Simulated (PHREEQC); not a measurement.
Dissolve 190 mmol/kgw KF at 20 °C. Closed to the air; pH follows from the charge balance.

Equilibrium calculation in PHREEQC: ion-association model, wateq4f.dat.

Each row changes one thing in this solution. Precipitation was switched off in this run.

```json
[
 {"case": "as made", "pH": "8.26", "HF (mol/kgw)": "9.84e-7", "HF2- (mol/kgw)": "7.19e-7"},
 {"case": "temperature from 20 to 35 °C", "pH": "8.08", "HF (mol/kgw)": "1.92e-6", "HF2- (mol/kgw)": "1.56e-6"},
 {"case": "temperature from 20 to 65 °C", "pH": "7.82", "HF (mol/kgw)": "6.14e-6", "HF2- (mol/kgw)": "5.35e-6"},
 {"case": "KF from 0.19 to 0.038 mol/kgw", "pH": "7.89", "HF (mol/kgw)": "5.48e-7", "HF2- (mol/kgw)": "7.73e-8"},
 {"case": "KF from 0.19 to 0.38 mol/kgw", "pH": "8.45", "HF (mol/kgw)": "1.13e-6", "HF2- (mol/kgw)": "1.72e-6"},
 {"case": "KF from 0.19 to 0.285 mol/kgw", "pH": "8.36", "HF (mol/kgw)": "1.08e-6", "HF2- (mol/kgw)": "1.20e-6"},
 {"case": "KF from 0.19 to 0.171 mol/kgw", "pH": "8.23", "HF (mol/kgw)": "9.57e-7", "HF2- (mol/kgw)": "6.26e-7"},
 {"case": "0.068 mol/kgw NH4Br added", "pH": "6.58", "HF (mol/kgw)": "4.39e-5", "HF2- (mol/kgw)": "3.26e-5"},
 {"case": "diluted 100-fold with water", "pH": "7.35", "HF (mol/kgw)": "1.11e-7", "HF2- (mol/kgw)": "7.78e-10"}
]
```

Species that the database lacks are ignored. Constants without temperature data keep their 25 °C values here.
